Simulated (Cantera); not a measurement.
Feed: 1 mol SiHCl₃, 1 mol N₂, a varied amount of H₂, at 5.30e-5 bar.

Equilibrium computed with Cantera from the NASA thermochemical tables; the gas is ideal and each condensed phase is pure. Candidate condensed phases: NH₄Cl, Si, Si₃N₄; 28 gas species. N₂ is the only nitrogen source here; it is nearly inert below about 1500 K, so the nitride shown seldom forms there in practice. The tables' values for SiCl₃ are old estimates. Kinetics and transport are ignored.

**Question.** What condenses at these points (T in K, n(H₂) in mol): (2073, 1.7); (1273, 3.7); (1573, 4.1); (1373, 3.3); (1073, 2.1); (1173, 0.84)?

**Answer.** 
| T (K) | n(H₂) in mol | condensed phases | Si condensed (%) |
|---|---|---|---|
| 2073 | 1.7 | gas only | 0.0 |
| 1273 | 3.7 | Si₃N₄ | 54.1 |
| 1573 | 4.1 | Si | 2.9 |
| 1373 | 3.3 | Si₃N₄ | 15.5 |
| 1073 | 2.1 | Si₃N₄ | 83.3 |
| 1173 | 0.84 | Si₃N₄ | 58.5 |
